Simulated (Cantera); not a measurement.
Feed: 1 mol borazine, 0.95 mol NH3, 1.2 mol H2, held at 4700 Pa.

Cantera equilibrium calculation (NASA polynomials, part measured and part estimated; ideal gas, pure solids and liquids). Candidate condensed phases: B, BN; 15 gas species. The feed counts by its element totals alone. Mutual solubility and eutectic melting of coexisting phases are not modelled. Gases not in the tables: B2H6 and higher boranes. The numbers say what is thermodynamically allowed, not how fast it happens.

Q: Which condensed phases are stable at each of these points (T (°C)): 900, 1000, 1100, 1200, 1300, 1400, 1500, 1600, 1700, 1800, 1900, 2000?

A: 
```tsv
T (°C)	condensed phases	B condensed (%)
900	BN(s)	100.0
1000	BN(s)	100.0
1100	BN(s)	100.0
1200	BN(s)	100.0
1300	BN(s)	100.0
1400	BN(s)	100.0
1500	BN(s)	100.0
1600	BN(s)	100.0
1700	BN(s)	100.0
1800	BN(s)	100.0
1900	BN(s)	99.9
2000	B(s) + BN(s)	99.6
```

From 900 °C to 1900 °C the condensed part is BN(s). At 2000 °C the condensed part is B(s) + BN(s).
